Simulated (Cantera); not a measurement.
## Equilibrium for silicon oxide and oxynitride deposition: SiH2Cl2 + N2O + N2

Input: 1 mol SiH2Cl2, 0.93 mol N2O, 6.9 mol N2, equilibrated at 1.00 Torr.

Cantera equilibrium calculation (NASA polynomials, part measured and part estimated; ideal gas, pure solids and liquids). Candidate condensed phases: H2O, NH4Cl, Si, SiO2, Si2N2O, Si3N4; 47 gas species. Mutual solubility and eutectic melting of coexisting phases are not modelled. The tables' values for SiCl3, SiCl are old estimates; treat these amounts as uncertain. The tables hold silica as quartz up to 1696 K and as liquid above; real silica turns to tridymite and cristobalite and melts near 1996 K. Rates play no part.

From 950 K to 1550 K the condensed part is SiO2(β-quartz) + Si2N2O(s). From 1650 K to 2050 K nothing is condensed. The main Si-bearing gas is SiCl4 at 950 K and SiO at 2050 K.

| T (K) | x N2 | x HCl | x SiO | x Cl | x H2 | x SiCl2 | x H | x SiCl4 | n SiO2(β-quartz) | n Si2N2O(s) |
|---|---|---|---|---|---|---|---|---|---|---|
| 950 | 0.791 | 0.203 | <1e-12 | 4.64e-8 | 0.00404 | 8.13e-9 | 9.68e-10 | 0.00202 | 0.293 | 0.344 |
| 1050 | 0.791 | 0.202 | 4.63e-10 | 5.92e-7 | 0.00477 | 4.20e-7 | 1.53e-8 | 0.00238 | 0.294 | 0.342 |
| 1150 | 0.791 | 0.200 | 7.32e-8 | 4.86e-6 | 0.00550 | 1.08e-5 | 1.51e-7 | 0.00270 | 0.295 | 0.339 |
| 1250 | 0.792 | 0.199 | 5.08e-6 | 2.83e-5 | 0.00631 | 0.000159 | 1.05e-6 | 0.00288 | 0.297 | 0.336 |
| 1350 | 0.792 | 0.196 | 0.000186 | 0.000121 | 0.00770 | 0.00141 | 5.73e-6 | 0.00249 | 0.301 | 0.326 |
| 1450 | 0.789 | 0.186 | 0.00410 | 0.000365 | 0.0115 | 0.00676 | 2.78e-5 | 0.00119 | 0.304 | 0.283 |
| 1550 | 0.748 | 0.152 | 0.0610 | 0.000751 | 0.0195 | 0.0168 | 0.000120 | 0.000248 | 0.138 | 0.0166 |
| 1650 | 0.727 | 0.168 | 0.0863 | 0.00358 | 0.00844 | 0.00601 | 0.000229 | 6.39e-5 | 0 | 0 |
| 1750 | 0.725 | 0.164 | 0.0861 | 0.00795 | 0.0103 | 0.00623 | 0.000645 | 1.55e-5 | 0 | 0 |
| 1850 | 0.722 | 0.156 | 0.0857 | 0.0152 | 0.0133 | 0.00630 | 0.00170 | 3.78e-6 | 0 | 0 |
| 1950 | 0.717 | 0.144 | 0.0851 | 0.0259 | 0.0173 | 0.00625 | 0.00412 | 9.49e-7 | 0 | 0 |
| 2050 | 0.710 | 0.129 | 0.0843 | 0.0403 | 0.0216 | 0.00596 | 0.00914 | 2.43e-7 | 0 | 0 |
x: gas mole fraction; n: condensed amount in mol.
